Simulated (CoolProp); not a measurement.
The fluid at 297.69 K and 0.814 MPa flows at 0.44 m/s in a round tube of 10 mm bore and 15 µm roughness, fully developed (64/Re and Nu = 3.66 if laminar; Colebrook and Gnielinski if turbulent). The same conditions are run with several fluids, on thermodynamics alone (safety and materials aside).

The numbers come from the reference Helmholtz-energy equation of state of each fluid (n-butane: Bücker 2006; water: Wagner 2002; R142b: Lemmon 2006; R124: de Vries 1995; R141b: Lemmon 2006) in CoolProp.

Task: Rank n-butane, water, R142b, R124, R141b by Reynolds number, highest first.

Result: R124 (23700), R142b (21000), n-butane (15800), R141b (13200), water (4880)

```
fluid     Darcy friction factor  pressure drop (Pa/m)  heat-transfer coefficient (W/(m² K))  mass flow (kg/h)
--------  ---------------------  --------------------  ------------------------------------  ----------------
n-butane                 0.0302                   168                                  1040              71.5
water                    0.0393                   379                                  2300               124
R142b                    0.0286                   309                                  1060               139
R124                     0.0281                   369                                  1050               169
R141b                    0.0312                   374                                   872               154
```

Transport values come from each fluid's own correlations; those of R142b, R124, R141b are estimates that may be off by 10 % or more.
